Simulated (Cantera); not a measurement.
Feed: 1 mol C₂H₄, 0.27 mol NH₃, 16 mol N₂, 0.16 mol H₂O, equilibrated at 1650 K and 1.00 bar.

Equilibrium computed with Cantera from the NASA thermochemical tables; the gas is ideal and each condensed phase is pure. Candidate condensed phases: C, C₆H₆, C₇H₈, C₈H₁₈, H₂O; 136 gas species. The numbers say what is thermodynamically allowed, not how fast it happens.

Base state: N₂ 0.855, H₂ 0.135, CO 0.00848, HCN 0.000940, H 3.34e-5, HNC 2.47e-5, CH₄ 2.44e-5 (mole fractions); condensed: C(graphite).

Task: What changes in the equilibrium state with this change: temperature from 1650 K to 2100 K?

Result: 
| species | before | after |
|---|---|---|
| N₂ | 0.855 | 0.851 |
| H₂ | 0.135 | 0.131 |
| CO | 0.00848 | 0.00848 |
| HCN | 0.000940 | 0.00717 |
| H | 3.34e-5 | 0.00113 |
| C₂H₂ (acetylene) | 6.18e-6 | 0.000190 |
| HNC | 2.47e-5 | 0.000484 |
| CH₄ | 2.44e-5 | 5.69e-6 |
| C(graphite), mol | 1.82 | 1.69 |
